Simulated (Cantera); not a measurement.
## Nitride etching: AlN + H2O

Input: 1 mol AlN, 0.35 mol H2O, equilibrated at 1700 K.

Method: chemical equilibrium by Gibbs-energy minimisation in Cantera with the NASA 1993 tables (ideal gas, pure condensed phases). Candidate condensed phases: Al, AlN, Al2O3, H2O; 35 gas species. Mutual solubility and eutectic melting of coexisting phases are not modelled. The tables' values for AlOH are old estimates; treat these amounts as uncertain. The numbers say what is thermodynamically allowed, not how fast it happens.

```json
[
 {"P (Pa)": "1", "x H2": "0.211", "x Al": "0.341", "x N2": "0.317", "x Al2O": "0.108", "x H": "0.0214", "x AlH": "0.000301", "n Al2O3(s)": "0.0597", "n AlN(s)": "0"},
 {"P (Pa)": "5.20", "x H2": "0.532", "x Al": "0.126", "x N2": "0.276", "x Al2O": "0.0498", "x H": "0.0149", "x AlH": "0.000403", "n Al2O3(s)": "0.106", "n AlN(s)": "0.641"},
 {"P (Pa)": "27", "x H2": "0.726", "x Al": "0.0112", "x N2": "0.251", "x Al2O": "0.00341", "x H": "0.00764", "x AlH": "9.50e-5", "n Al2O3(s)": "0.116", "n AlN(s)": "0.759"},
 {"P (Pa)": "140", "x H2": "0.746", "x Al": "0.000951", "x N2": "0.250", "x Al2O": "0.000221", "x H": "0.00340", "x AlH": "1.86e-5", "n Al2O3(s)": "0.117", "n AlN(s)": "0.766"},
 {"P (Pa)": "720", "x H2": "0.749", "x Al": "8.15e-5", "x N2": "0.250", "x Al2O": "1.44e-5", "x H": "0.00150", "x AlH": "3.63e-6", "n Al2O3(s)": "0.117", "n AlN(s)": "0.767"},
 {"P (Pa)": "3700", "x H2": "0.749", "x Al": "6.99e-6", "x N2": "0.250", "x Al2O": "9.40e-7", "x H": "0.000663", "x AlH": "7.06e-7", "n Al2O3(s)": "0.117", "n AlN(s)": "0.767"},
 {"P (Pa)": "19000", "x H2": "0.750", "x Al": "6.01e-7", "x N2": "0.250", "x Al2O": "6.15e-8", "x H": "0.000293", "x AlH": "1.38e-7", "n Al2O3(s)": "0.117", "n AlN(s)": "0.767"},
 {"P (Pa)": "100000", "x H2": "0.750", "x Al": "4.98e-8", "x N2": "0.250", "x Al2O": "3.86e-9", "x H": "0.000128", "x AlH": "2.61e-8", "n Al2O3(s)": "0.117", "n AlN(s)": "0.767"}
]
```
x: gas mole fraction; n: condensed amount in mol.

At 0.00750 Torr the condensed part is Al2O3(s). From 0.0390 Torr to 750 Torr the condensed part is AlN(s) + Al2O3(s). The main Al-bearing gas is Al throughout.
